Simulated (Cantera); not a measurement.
**toluene + H2 + H2O (carbon deposition, reforming and gasification)**

Feed: 1 mol toluene, 19 mol H2, 0.024 mol H2O, held at 46.0 Pa.

These are equilibrium values from Cantera (NASA tables, ideal gas, pure condensed phases), not measurements of a reactor. Candidate condensed phases: C, C6H6, C7H8, C8H18, H2O; 110 gas species. The numbers say what is thermodynamically allowed, not how fast it happens.

From 1798 K to 2073 K the condensed part is C(graphite). The main C-bearing gas is CO at 1798 K and C2H2 (acetylene) at 2073 K.

```json
[
 {"T (K)": "1798", "log p H2": "-3.34", "log p H": "-5.13", "log p C2H2 (acetylene)": "-7.11", "log p CO": "-6.32", "log p C2H": "-10.95", "log p C4H2": "-11.27", "log p CH4": "-9.80", "n C(graphite)": "6.97"},
 {"T (K)": "1823", "log p H2": "-3.35", "log p H": "-5.04", "log p C2H2 (acetylene)": "-7.02", "log p CO": "-6.32", "log p C2H": "-10.73", "log p C4H2": "-11.10", "log p CH4": "-9.84", "n C(graphite)": "6.97"},
 {"T (K)": "1848", "log p H2": "-3.35", "log p H": "-4.95", "log p C2H2 (acetylene)": "-6.94", "log p CO": "-6.32", "log p C2H": "-10.51", "log p C4H2": "-10.93", "log p CH4": "-9.88", "n C(graphite)": "6.96"},
 {"T (K)": "1873", "log p H2": "-3.35", "log p H": "-4.87", "log p C2H2 (acetylene)": "-6.86", "log p CO": "-6.33", "log p C2H": "-10.30", "log p C4H2": "-10.76", "log p CH4": "-9.92", "n C(graphite)": "6.96"},
 {"T (K)": "1898", "log p H2": "-3.35", "log p H": "-4.78", "log p C2H2 (acetylene)": "-6.78", "log p CO": "-6.33", "log p C2H": "-10.10", "log p C4H2": "-10.60", "log p CH4": "-9.96", "n C(graphite)": "6.96"},
 {"T (K)": "1923", "log p H2": "-3.36", "log p H": "-4.70", "log p C2H2 (acetylene)": "-6.70", "log p CO": "-6.33", "log p C2H": "-9.90", "log p C4H2": "-10.45", "log p CH4": "-9.99", "n C(graphite)": "6.96"},
 {"T (K)": "1948", "log p H2": "-3.36", "log p H": "-4.63", "log p C2H2 (acetylene)": "-6.63", "log p CO": "-6.33", "log p C2H": "-9.70", "log p C4H2": "-10.30", "log p CH4": "-10.03", "n C(graphite)": "6.95"},
 {"T (K)": "1973", "log p H2": "-3.37", "log p H": "-4.55", "log p C2H2 (acetylene)": "-6.56", "log p CO": "-6.33", "log p C2H": "-9.51", "log p C4H2": "-10.15", "log p CH4": "-10.07", "n C(graphite)": "6.95"},
 {"T (K)": "1998", "log p H2": "-3.37", "log p H": "-4.48", "log p C2H2 (acetylene)": "-6.49", "log p CO": "-6.34", "log p C2H": "-9.33", "log p C4H2": "-10.01", "log p CH4": "-10.11", "n C(graphite)": "6.94"},
 {"T (K)": "2023", "log p H2": "-3.38", "log p H": "-4.41", "log p C2H2 (acetylene)": "-6.43", "log p CO": "-6.34", "log p C2H": "-9.15", "log p C4H2": "-9.87", "log p CH4": "-10.15", "n C(graphite)": "6.94"},
 {"T (K)": "2048", "log p H2": "-3.38", "log p H": "-4.34", "log p C2H2 (acetylene)": "-6.36", "log p CO": "-6.34", "log p C2H": "-8.98", "log p C4H2": "-9.74", "log p CH4": "-10.19", "n C(graphite)": "6.93"},
 {"T (K)": "2073", "log p H2": "-3.39", "log p H": "-4.28", "log p C2H2 (acetylene)": "-6.30", "log p CO": "-6.35", "log p C2H": "-8.81", "log p C4H2": "-9.61", "log p CH4": "-10.24", "n C(graphite)": "6.92"}
]
```
log p: log10 of the partial pressure in bar; n: condensed amount in mol.
